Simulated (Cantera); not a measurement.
A closed system holds: 1 mol SiC, 1 mol N2O, 8.3 mol N2, 0.011 mol H2O, held at 0.200 Pa.

Method: chemical equilibrium by Gibbs-energy minimisation in Cantera with the NASA 1993 tables (ideal gas, pure condensed phases). Candidate condensed phases: C, C6H6, C7H8, C8H18, H2O, Si, SiC, SiO2, Si2N2O, Si3N4; 151 gas species. Mutual solubility and eutectic melting of coexisting phases are not modelled. Rates play no part.

log p: log10 of the partial pressure in bar; n: condensed amount in mol.

```csv
T (°C),log p N2,log p CO,log p SiO,log p Si,n C(graphite),n Si2N2O(s),n SiC(s)
700,-5.72,-6.96,-13.99,<-17,0.489,0.500,0
775,-5.72,-6.96,-12.37,<-17,0.489,0.500,0
850,-5.72,-6.96,-10.97,___,0.489,0.500,0
925,-5.73,-6.86,-9.51,___,0,0.336,0.326
1000,-5.73,-6.86,-8.15,___,0,0.314,0.337
1075,-5.74,-7.01,-7.01,___,0,0,0.494
1150,-5.74,-7.01,-7.01,___,0,0,0.494
1225,-5.74,-7.01,-7.01,___,0,0,0.490
1300,-5.75,-6.99,-7.03,___,0,0,0.469
```

Q: Complete the blanks.

A: 
- 850, log p Si: -16.57
- 925, log p Si: -14.30
- 1000, log p Si: -12.38
- 1075, log p Si: -10.64
- 1150, log p Si: -9.66
- 1225, log p Si: -8.79
- 1300, log p Si: -8.01
